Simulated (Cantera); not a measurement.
Feed: 1 mol FeS₂, 3.4 mol SO₃, 0.3 mol H₂O, at 1198.15 K.

These are equilibrium values from Cantera (NASA tables, ideal gas, pure condensed phases), not measurements of a reactor. Candidate condensed phases: Fe, FeO, Fe(OH)₂, Fe(OH)₃, FeS, FeSO₄, FeS₂, Fe₂O₃, Fe₂(SO₄)₃, Fe₃O₄, H₂O, H₂SO₄, S; 22 gas species. Mutual solubility and eutectic melting of coexisting phases are not modelled. FeS: taken at fixed stoichiometry. Gases not in the tables: S₃ to S₇. Equilibrium is a limit: real reactors are often held back by kinetics, nucleation or transport.

x: gas mole fraction; n: condensed amount in mol.

| P (Pa) | x SO₂ | x S₂ | x H₂O | x S₂O | n Fe₃O₄(s) | n FeS(s) |
|---|---|---|---|---|---|---|
| 1000 | 0.849 | 0.0895 | 0.0555 | 0.00257 | 0.333 | (withheld) |
| 4600 | 0.850 | 0.0878 | 0.0556 | 0.00372 | 0.332 | (withheld) |
| 21000 | 0.871 | 0.0661 | 0.0559 | 0.00445 | 0.287 | (withheld) |
| 96000 | 0.887 | 0.0495 | 0.0561 | 0.00528 | 0.253 | (withheld) |
| 440000 | 0.898 | 0.0369 | 0.0561 | 0.00624 | 0.229 | (withheld) |
| 2000000 | 0.907 | 0.0274 | 0.0560 | 0.00733 | 0.211 | (withheld) |

Q: Complete the blanks.

A: 
- 1000, n FeS(s): 0
- 4600, n FeS(s): 0.00524
- 21000, n FeS(s): 0.140
- 96000, n FeS(s): 0.240
- 440000, n FeS(s): 0.314
- 2000000, n FeS(s): 0.366
